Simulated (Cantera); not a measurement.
What does this Cantera script print?

```python
import numpy as np
import cantera as ct

gas = ct.Solution("gri30.yaml")
gas.TPX = 523, 1000000, {'CH4': 1, 'O2': 1.82, 'N2': 8.36}
flame = ct.FreeFlame(gas, width=0.008)
flame.set_refine_criteria(ratio=3, slope=0.08, curve=0.16)
flame.transport_model = "mixture-averaged"
flame.solve(loglevel=0, auto=True)
flame.transport_model = "multicomponent"
flame.soret_enabled = True
flame.solve(loglevel=0, refine_grid=True)
z, T = flame.grid, flame.T
thick = (T[-1] - T[0]) / np.gradient(T, z).max()
show = ['CH4', 'O2', 'CH2', 'CH2O', 'HO2', 'O']
print(f"laminar burning velocity  {flame.velocity[0] * 100:.3f} cm/s")
print(f"burnt temperature         {T[-1]:.1f} K")
print(f"thermal thickness         {thick * 1e3:.4f} mm")
print(f"grid points               {len(z)}")
z0 = z[flame.heat_release_rate.argmax()]
print(f"{'z/mm':>9s}{'T/K':>9s}{'u/(m/s)':>9s}" + "".join(f"{s:>11s}" for s in show))
rows = []
for k in (-3, -2, -1.5, -1, -0.5, -0.25, 0, 0.25, 0.5, 1, 2, 4, 8):
    zz = z0 + k * thick
    rows.append([k * thick, np.interp(zz, z, T), np.interp(zz, z, flame.velocity),
                 *(np.interp(zz, z, flame.X[gas.species_index(s)]) for s in show)])
    print(f"{rows[-1][0] * 1e3:9.3f}{rows[-1][1]:9.1f}{rows[-1][2]:9.3f}" + "".join(f"{x:11.3e}" for x in rows[-1][3:]))
```

It prints:

```
laminar burning velocity  23.045 cm/s
burnt temperature         2188.3 K
thermal thickness         0.1118 mm
grid points               142
     z/mm      T/K  u/(m/s)        CH4         O2        CH2       CH2O        HO2          O
   -0.335    525.3    0.232  8.906e-02  1.626e-01  1.266e-18  1.128e-06  1.198e-07 -3.681e-15
   -0.224    535.0    0.236  8.795e-02  1.619e-01  1.448e-16  7.479e-06  6.748e-07  1.356e-13
   -0.168    565.9    0.250  8.524e-02  1.600e-01  6.195e-15  3.609e-05  2.788e-06  3.035e-12
   -0.112    707.8    0.314  7.579e-02  1.494e-01  1.046e-12  2.316e-04  1.626e-05  2.560e-10
   -0.056   1176.4    0.527  4.782e-02  1.059e-01  4.368e-09  1.008e-03  7.861e-05  5.329e-07
   -0.028   1564.7    0.705  2.373e-02  6.509e-02  6.852e-07  9.755e-04  1.060e-04  1.300e-05
    0.000   1929.2    0.872  3.648e-03  2.356e-02  2.124e-05  2.653e-04  4.683e-05  1.348e-04
    0.028   2068.6    0.932  9.276e-05  6.488e-03  3.877e-06  1.643e-05  1.002e-05  3.326e-04
    0.056   2113.9    0.949  1.925e-06  2.782e-03  1.073e-07  4.167e-07  4.308e-06  2.689e-04
    0.112   2151.8    0.965  4.314e-09  1.072e-03  2.299e-10  1.901e-09  1.471e-06  1.214e-04
    0.224   2174.7    0.974  4.913e-12  3.413e-04  1.758e-13  8.759e-10  3.429e-07  3.822e-05
    0.447   2184.8    0.978  1.179e-13  9.751e-05  2.071e-15  8.197e-10  6.740e-08  1.142e-05
    0.895   2187.9    0.979  1.448e-13  4.115e-05  1.351e-15  7.996e-10  2.334e-08  5.419e-06
```

Detailed kinetics in Cantera: GRI-Mech 3.0 (53 species, 325 reactions). Burning velocities carry a grid error of a few per cent, more on coarse grids.
